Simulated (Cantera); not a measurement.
An adiabatic, constant-pressure homogeneous reactor starts with 7.50 % CO, 0.825 % H₂, 1.65 % CH₄, 18.2 % O₂, 68.4 % N₂, 3.38 % CO₂, at 1323 K and 16.0 bar.

Detailed kinetics in Cantera: GRI-Mech 3.0 (53 species, 325 reactions). The pressure lies above the range GRI-Mech 3.0 was tuned for (to about 10 atm).

x: mole fraction; the columns are a selection and need not sum to one.

```tsv
t (s)	T (K)	x CO	x H₂	x CH₄	x HO₂	x NO
3.00e-6	1323	0.0750	0.00825	0.0165	2.46e-7	<1e-12
8.50e-6	1323	0.0750	0.00825	0.0165	9.84e-7	<1e-12
2.41e-5	1323	0.0750	0.00823	0.0165	9.34e-6	<1e-12
6.82e-5	[?]	0.0748	[?]	[?]	[?]	9.97e-10
0.000193	2269	0.000946	5.52e-5	<1e-12	5.99e-6	6.07e-5
0.000548	2269	0.000931	5.48e-5	<1e-12	5.98e-6	[?]
0.00155	2269	0.000928	5.47e-5	<1e-12	5.96e-6	0.000449
0.00440	2267	0.000920	5.43e-5	<1e-12	5.92e-6	0.00123
0.0125	2263	0.000900	5.33e-5	<1e-12	5.81e-6	0.00315
0.0353	2256	0.000865	5.15e-5	<1e-12	5.61e-6	0.00664
0.100	2250	0.000840	5.01e-5	<1e-12	5.46e-6	0.00928
```

### Question
What belongs in the gaps?

### Answer

- 6.82e-5, T (K): 1433
- 6.82e-5, x H₂: 0.00691
- 6.82e-5, x CH₄: 0.0102
- 6.82e-5, x HO₂: 0.000281
- 0.000548, x NO: 0.000163
